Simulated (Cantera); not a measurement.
Feed: 1 mol C₃H₈, 1.5 mol NH₃, 0.55 mol H₂, held at 1675 °C.

Cantera equilibrium calculation (NASA polynomials, part measured and part estimated; ideal gas, pure solids and liquids). Candidate condensed phases: C, C₆H₆, C₇H₈, C₈H₁₈; 92 gas species. The numbers say what is thermodynamically allowed, not how fast it happens.

### Question
At 2400 Torr, list the 4 most abundant gas species with their mole fractions, and the condensed phases.

### Answer
H₂ 0.896, N₂ 0.0976, HCN 0.00353, CH₄ 0.00126. Condensed: C(graphite).
